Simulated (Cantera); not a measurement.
A perfectly stirred reactor is fed with 17.7 % CO, 10.8 % H2, 0.903 % CH4, 11.5 % O2, 43.2 % N2, 15.9 % H2O, equivalence ratio 1.4, at 1.20 bar; it is adiabatic with a 423 K inlet, and is followed from long to short residence time, starting on the burning branch (τ in s: 0.02, 0.0093, 0.0042, 0.0019, 0.00086, 0.00039, 0.00018, 8e-05, 3.6e-05).

Detailed kinetics in Cantera: GRI-Mech 3.0 (53 species, 325 reactions).

Problem. Predict: blow-out, bracketed by the residence times tried; x(CO) at τ = 20.0 ms; x(H2) at τ = 20.0 ms; x(CH4) at τ = 20.0 ms; x(NO) at τ = 20.0 ms; x(CO) at τ = 0.860 ms; x(H2) at τ = 0.860 ms; x(CH4) at τ = 0.860 ms; x(NO) at τ = 0.860 ms.

Solution. 
```json
{
  "blow_out_bracketed_by_the_residence_times_tried": "burning at 80.0 µs, out at 36.0 µs",
  "x(CO) at τ = 20.0 ms": "0.0713",
  "x(H2) at τ = 20.0 ms": "0.0314",
  "x(CH4) at τ = 20.0 ms": "2.49e-6",
  "x(NO) at τ = 20.0 ms": "5.43e-5",
  "x(CO) at τ = 0.860 ms": "0.0756",
  "x(H2) at τ = 0.860 ms": "0.0353",
  "x(CH4) at τ = 0.860 ms": "1.39e-5",
  "x(NO) at τ = 0.860 ms": "2.79e-5"
}
```
